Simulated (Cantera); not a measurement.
Feed: 1 mol trisilylamine, 1.6 mol NH₃, equilibrated at 1825 K and 0.0100 bar.

Equilibrium computed with Cantera from the NASA thermochemical tables; the gas is ideal and each condensed phase is pure. Candidate condensed phases: Si, Si₃N₄; 18 gas species. The feed counts by its element totals alone. Gases not in the tables: Si₂H₆ and higher silanes. The numbers say what is thermodynamically allowed, not how fast it happens.

Base state: H₂ 0.837, N₂ 0.158, H 0.00403, Si 0.000455, SiH 4.42e-5, SiH₂ 2.98e-5, Si₂N 1.17e-5 (mole fractions); condensed: Si(l).

What changes in the equilibrium state with this change: temperature from 1825 K to 1273.15 K?


| species | before | after |
|---|---|---|
| H₂ | 0.837 | 1.000 |
| N₂ | 0.158 | 2.42e-5 |
| H | 0.00403 | 7.15e-6 |
| SiH₂ | 2.98e-5 | 4.77e-8 |
| Si | 0.000455 | 1.81e-9 |
| SiH | 4.42e-5 | 1.75e-9 |
| Si₂N | 1.17e-5 | <1e-9 |
| Si(l), mol | 3.00 | 0 |
| Si(s), mol | 0 | 1.05 |
| Si₃N₄(s), mol | 0 | 0.650 |
Mutual solubility and eutectic melting of coexisting phases are not modelled.
